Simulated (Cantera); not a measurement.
Cantera run, input and output.

```python
import numpy as np
import cantera as ct

gas = ct.Solution("gri30.yaml")
gas.TPX = 598, 1600000, {'C3H8': 1, 'O2': 3.33, 'N2': 9.33}
inlet = ct.Reservoir(gas, clone=True)
gas.equilibrate("HP")  # start burning
reactor = ct.IdealGasConstPressureReactor(gas, energy="on", clone=False)
exhaust = ct.Reservoir(gas, clone=True)
tau = [0.048, 0.026, 0.014, 0.0073, 0.0039, 0.0021, 0.0011, 0.00059, 0.00032, 0.00017, 9e-05][0]
for a, b in ((inlet, reactor), (reactor, exhaust)):
    ct.MassFlowController(a, b, mdot=lambda t: reactor.mass / tau)
net = ct.ReactorNet([reactor])
show = ['C3H8', 'O2', 'HCN', 'CO', 'HCO', 'CH3']

rows = []
print(f"{'tau/s':>10s}{'T/K':>9s}" + "".join(f"{s:>11s}" for s in show))
for tau in [0.048, 0.026, 0.014, 0.0073, 0.0039, 0.0021, 0.0011, 0.00059, 0.00032, 0.00017, 9e-05]:
    net.initial_time = 0.0
    net.advance(30 * tau)
    before = gas.X
    net.advance(40 * tau)
    drift = np.max(np.abs(gas.X - before) / (gas.X + 1e-9))
    rows.append([gas.T, *gas[show].X, drift])
    print(f"{tau:10.3e}{gas.T:9.1f}" + "".join(f"{x:11.3e}" for x in gas[show].X))
```

Output:

```
     tau/s      T/K       C3H8         O2        HCN         CO        HCO        CH3
 4.800e-02   2440.8  4.793e-08  1.582e-05  1.620e-06  1.317e-01  4.479e-07  4.019e-06
 2.600e-02   2440.3  8.750e-08  2.286e-05  2.734e-06  1.316e-01  4.628e-07  7.181e-06
 1.400e-02   2439.6  1.598e-07  3.538e-05  4.877e-06  1.316e-01  4.872e-07  1.269e-05
 7.300e-03   2438.6  2.988e-07  5.860e-05  9.176e-06  1.315e-01  5.281e-07  2.264e-05
 3.900e-03   2437.2  5.424e-07  9.764e-05  1.682e-05  1.313e-01  5.891e-07  3.873e-05
 2.100e-03   2435.4  9.722e-07  1.637e-04  2.996e-05  1.310e-01  6.815e-07  6.468e-05
 1.100e-03   2433.1  1.782e-06  2.832e-04  5.278e-05  1.305e-01  8.339e-07  1.086e-04
 5.900e-04   2430.0  3.188e-06  4.823e-04  8.673e-05  1.298e-01  1.073e-06  1.757e-04
 3.200e-04   2425.7  5.646e-06  8.152e-04  1.328e-04  1.289e-01  1.458e-06  2.761e-04
 1.700e-04   2418.8  1.021e-05  1.402e-03  1.897e-04  1.276e-01  2.129e-06  4.292e-04
 9.000e-05   2407.4  1.866e-05  2.417e-03  2.428e-04  1.259e-01  3.280e-06  6.506e-04
```

Detailed kinetics in Cantera: GRI-Mech 3.0 (53 species, 325 reactions). GRI-Mech 3.0 was tuned for natural gas; its chemistry of propane as a main component is partial and can be far from experiment. The pressure lies above the range GRI-Mech 3.0 was tuned for (to about 10 atm).
